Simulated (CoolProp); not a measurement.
A single-stage vapour-compression cycle with the fluid: evaporating at 210.15 K (dew point), condensing at 252.15 K (bubble point), superheat 8 K, subcooling 0 K, compressor efficiency 0.8, no pressure losses. The same conditions are run with several fluids, on thermodynamics alone (safety and materials aside).

Model: reference Helmholtz-energy equation of state of each fluid (R410A: Lemmon 2003; ethane: Bücker 2006; propane: Lemmon 2009; carbonyl sulfide: Lemmon 2006; propylene: Lemmon 2013; nitrous oxide: Lemmon 2006), in CoolProp. Blends and air are pseudo-pure fits.

```json
[
 {"fluid": "R410A", "cooling COP": "3.30", "pressure ratio": "7.15", "discharge temperature (K)": "313.9", "refrigerating effect (kJ/kg)": "230", "volumetric capacity (kJ/m³)": "509"},
 {"fluid": "ethane", "cooling COP": "3.14", "pressure ratio": "4.12", "discharge temperature (K)": "297.9", "refrigerating effect (kJ/kg)": "349", "volumetric capacity (kJ/m³)": "2090"},
 {"fluid": "propane", "cooling COP": "3.40", "pressure ratio": "[?]", "discharge temperature (K)": "293.3", "refrigerating effect (kJ/kg)": "363", "volumetric capacity (kJ/m³)": "[?]"},
 {"fluid": "carbonyl sulfide", "cooling COP": "3.31", "pressure ratio": "6.14", "discharge temperature (K)": "343.0", "refrigerating effect (kJ/kg)": "272", "volumetric capacity (kJ/m³)": "491"},
 {"fluid": "propylene", "cooling COP": "[?]", "pressure ratio": "6.21", "discharge temperature (K)": "[?]", "refrigerating effect (kJ/kg)": "372", "volumetric capacity (kJ/m³)": "418"},
 {"fluid": "nitrous oxide", "cooling COP": "3.09", "pressure ratio": "4.63", "discharge temperature (K)": "[?]", "refrigerating effect (kJ/kg)": "273", "volumetric capacity (kJ/m³)": "2650"}
]
```

Task: Fill in the missing entries.

Result: 
- propane, pressure ratio: 6.49
- propane, volumetric capacity (kJ/m³): 325
- propylene, cooling COP: 3.38
- propylene, discharge temperature (K): 300.9
- nitrous oxide, discharge temperature (K): 330.1
